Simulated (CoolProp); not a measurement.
Vapour-liquid equilibrium of propane (1) + R134a (2) at 33.05 °C; x and y are mole fractions of (1).

Computed with CoolProp (multi-fluid Helmholtz-energy mixture model, Lemmon 2009 and Tillner-Roth 1994; pair parameters Bell 2016).

Task: Give the bubble pressure and the first vapour's composition at x = 0.2, 0.35, 0.875. Is there an azeotrope?

Result: x = 0.2: 12.54 bar, y = 0.387; x = 0.35: 13.82 bar, y = 0.491; x = 0.875: 13.49 bar, y = 0.797. y crosses x between x = 0.575 and 0.65: the model has an azeotrope there.

Pair parameters are fitted to limited data, so mixtures are less certain than the pure fluids.
